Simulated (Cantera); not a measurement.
**Equilibrium for fluorocarbon and chlorocarbon gases: CH3F**

A closed system holds: 1 mol CH3F, at 0.0700 bar.

Equilibrium computed with Cantera from the NASA thermochemical tables; the gas is ideal and each condensed phase is pure. Candidate condensed phases: C, C6H6, C7H8, C8H18; 95 gas species. Rates play no part.

From 702 °C to 1602 °C the condensed part is C(graphite). The main C-bearing gas is CH4 at 702 °C and C2H2 (acetylene) at 1602 °C.

```
T (°C)   x HF   x H2     x CH4       x H  x C2H2 (acetylene)   x H2F2  n C(graphite)
------  -----  -----  --------  --------  ------------------  -------  -------------
702     0.501  0.497   0.00217   3.05e-9            2.83e-10  7.57e-7          0.996
802     0.500  0.499  0.000785   3.92e-8             3.75e-9  5.42e-7          0.998
902     0.500  0.499  0.000334   3.27e-7             3.18e-8  4.13e-7          0.999
1002    0.500  0.500  0.000162   1.97e-6             1.92e-7  3.30e-7          1.000
1102    0.500  0.500   8.71e-5   9.16e-6             8.89e-7  2.73e-7          1.000
1202    0.500  0.500   5.08e-5   3.47e-5             3.33e-6  2.33e-7          1.000
1302    0.500  0.500   3.18e-5  0.000111             1.05e-5  2.03e-7          1.000
1402    0.500  0.500   2.11e-5  0.000310             2.90e-5  1.81e-7          1.000
1502    0.500  0.499   1.46e-5  0.000773             7.11e-5  1.63e-7          1.000
1602    0.500  0.499   1.05e-5   0.00175            0.000158  1.50e-7          0.999
```
x: gas mole fraction; n: condensed amount in mol.
